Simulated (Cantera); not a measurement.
Diamond growth

A diamond (100) surface in a fixed gas of H2 with x(CH4) = 0.026, x(CH3) = 0.00062, at 1398 K, 17.3 Torr; coverages are run to steady state.

Detailed kinetics in Cantera: the Harris–Goodwin 1993 mechanism for the reconstructed diamond (100) surface.

| x(H) | growth (µm/h) | θ c6HH | θ c6H* | θ c6*H | θ c6** | θ c6HM |
|---|---|---|---|---|---|---|
| 0.0001 | 0.00622 | 0.704 | 0.0287 | 0.264 | 0.00330 | 3.40e-5 |
| 0.00021 | 0.0328 | 0.584 | 0.0399 | 0.366 | 0.00860 | 4.76e-5 |
| 0.00045 | 0.140 | 0.480 | 0.0492 | 0.451 | 0.0185 | 6.01e-5 |
| 0.00094 | 0.434 | 0.410 | 0.0547 | 0.502 | 0.0313 | 7.07e-5 |
| 0.002 | 1.03 | 0.368 | 0.0575 | 0.528 | 0.0443 | 8.25e-5 |
| 0.0042 | 1.86 | 0.346 | 0.0588 | 0.539 | 0.0542 | 9.50e-5 |
| 0.0088 | 2.74 | 0.335 | 0.0593 | 0.544 | 0.0606 | 0.000106 |
| 0.019 | 3.59 | 0.329 | 0.0596 | 0.546 | 0.0643 | 0.000113 |
| 0.039 | 4.46 | 0.326 | 0.0598 | 0.547 | 0.0662 | 0.000115 |
θ: site fractions in the mechanism's names (c6HH fully hydrogenated, c6H* and c6*H radical sites, c6** diradical, c6HM methylated).
